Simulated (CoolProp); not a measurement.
A single-stage vapour-compression cycle with R134a: evaporating at 224.15 K (dew point), condensing at 251.15 K (bubble point), superheat 2 K, subcooling 8 K, compressor efficiency 0.75, no pressure losses. Each further row changes one setting.

Values from CoolProp's reference Helmholtz-energy equation of state, Tillner-Roth 1994.

```json
[
 {"case": "as stated", "cooling COP": "5.93", "pressure ratio": "3.90", "discharge temperature (K)": "275.3", "refrigerating effect (kJ/kg)": "209", "volumetric capacity (kJ/m³)": "360"},
 {"case": "evaporating temperature 229.15 K", "cooling COP": "7.58", "pressure ratio": "?", "discharge temperature (K)": "270.4", "refrigerating effect (kJ/kg)": "212", "volumetric capacity (kJ/m³)": "476"},
 {"case": "condensing temperature 246.15 K", "cooling COP": "7.41", "pressure ratio": "?", "discharge temperature (K)": "267.0", "refrigerating effect (kJ/kg)": "215", "volumetric capacity (kJ/m³)": "371"},
 {"case": "subcooling 13 K", "cooling COP": "?", "pressure ratio": "3.90", "discharge temperature (K)": "275.3", "refrigerating effect (kJ/kg)": "215", "volumetric capacity (kJ/m³)": "371"},
 {"case": "superheat 12 K", "cooling COP": "5.87", "pressure ratio": "3.90", "discharge temperature (K)": "?", "refrigerating effect (kJ/kg)": "?", "volumetric capacity (kJ/m³)": "?"},
 {"case": "compressor efficiency 0.65", "cooling COP": "?", "pressure ratio": "3.90", "discharge temperature (K)": "?", "refrigerating effect (kJ/kg)": "209", "volumetric capacity (kJ/m³)": "360"}
]
```

Problem. What belongs in the gaps?

Solution. 
- evaporating temperature 229.15 K, pressure ratio: 2.94
- condensing temperature 246.15 K, pressure ratio: 3.11
- subcooling 13 K, cooling COP: 6.11
- superheat 12 K, discharge temperature (K): 286.0
- superheat 12 K, refrigerating effect (kJ/kg): 216
- superheat 12 K, volumetric capacity (kJ/m³): 356
- compressor efficiency 0.65, cooling COP: 5.14
- compressor efficiency 0.65, discharge temperature (K): 281.8
